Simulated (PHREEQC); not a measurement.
Solution (25 °C): 0.25 mmol/kgw KOH and 0.0034 mmol/kgw Na2SiO3. Closed to the air; pH follows from the charge balance.

Model: Pitzer model, pitzer.dat, run in PHREEQC.

No solid was allowed to form.

What pH, osmotic coefficient does the model give?

pH 10.39; osmotic coefficient 0.994.

In which forms is Si present?

H3SiO4- 79 %, H4SiO4 21 % of the Si.
